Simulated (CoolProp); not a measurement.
Nitrous oxide at several states: density (kg/m³) from the reference equation and from simpler models built on Tc = 309.5 K, pc = 72.45 bar, ω = 0.161; each cubic takes its own stable root.

Model: reference Helmholtz-energy equation of state, Lemmon 2006, in CoolProp. It is a short technical equation, of lower accuracy than the large ones.

```tsv
T (K)	p (bar)	phase	reference	van der Waals	Redlich-Kwong	Peng-Robinson
250.4	1.88	gas	4.046	4.026	4.040	4.048
298.6	147	liquid	864.0	604.9	767.4	865.2
206.5	8.31	liquid	1165	23.56	1061	1225
208.2	54.3	liquid	1168	738.8	1068	1229
434.5	22	gas	27.72	27.88	27.83	27.85
471.9	0.13	gas	0.1458	0.1459	0.1459	0.1459
```

At some of these states van der Waals gives the other phase, because its saturation line lies elsewhere.
